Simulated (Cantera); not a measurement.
Input (Python, Cantera) and output of one run.

```python
import numpy as np
import cantera as ct

gas_names = """
    Cr CrO CrO2 CrO3 H HO2 H2 H2O H2O2 O OH O2 O3
""".split()
cond_names = """
    Cr(cr) Cr(L) Cr2O3(s) Cr2O3(L) H2O(s) H2O(L)
""".split()


# ... load() reads the species with a 1 bar reference pressure and builds the phases ...
atoms = {
    'Cr2O3': {'Cr': 2, 'O': 3},
    'H2': {'H': 2},
}
top_T = {}  # K; cautious upper limits of use, not melting points


# ... equilibrate(T, P, feed) seeds the gas with the atoms and calls Mixture.equilibrate('TP', solver="vcs", rtol=1e-11, max_steps=5000) ...
results = []
feed = {'Cr2O3': 1, 'H2': 1.8}  # mol
P = 100000  # Pa
for T in [1123, 1198, 1273, 1348, 1423, 1498, 1573, 1648, 1723, 1798]:
    mix = equilibrate(T, P, feed)
    results.append((T, P, feed, dict(zip(mix.species_names, mix.species_moles))))

top = {s: max(r[3][s] / sum(r[3][g] for g in gas_names) for r in results) for s in gas_names}
cols = sorted((s for s in top if top[s] > 1e-06), key=lambda s: -top[s])[:9]
seen = [c for c in cond_names if any(r[3].get(c, 0) > 1e-12 for r in results)]
print("log10 of partial pressures in bar; condensed amounts in mol")
print(f"{'T/K':>10s}" + "".join(f"{s[:9]:>10s}" for s in cols + seen))
for T, P, feed, n in results:
    ng = sum(n[g] for g in gas_names)
    print(f"{T:10.4g}" + "".join(f"{np.log10(max(n[s] / ng * P / 1e5, 1e-99)):10.3f}" for s in cols)
          + "".join(f"{n.get(c, 0):10.4g}" for c in seen))
```

Output:

```
log10 of partial pressures in bar; condensed amounts in mol
       T/K        H2       H2O         H        Cr    Cr(cr)  Cr2O3(s)
      1123    -0.000    -4.362    -7.371   -10.791  5.21e-05         1
      1198    -0.000    -3.998    -6.721    -9.654 0.0001207    0.9999
      1273    -0.000    -3.677    -6.147    -8.654 0.0002524    0.9999
      1348    -0.000    -3.393    -5.636    -7.767 0.0004852    0.9998
      1423    -0.000    -3.140    -5.178    -6.977  0.000869    0.9996
      1498    -0.001    -2.913    -4.765    -6.268  0.001466    0.9993
      1573    -0.001    -2.707    -4.391    -5.629  0.002349    0.9988
      1648    -0.001    -2.521    -4.051    -5.050  0.003599    0.9982
      1723    -0.002    -2.351    -3.740    -4.525  0.005293    0.9973
      1798    -0.003    -2.195    -3.455    -4.045  0.007491    0.9962
```

These are equilibrium values from Cantera (NASA tables, ideal gas, pure condensed phases), not measurements of a reactor. Mutual solubility and eutectic melting of coexisting phases are not modelled.
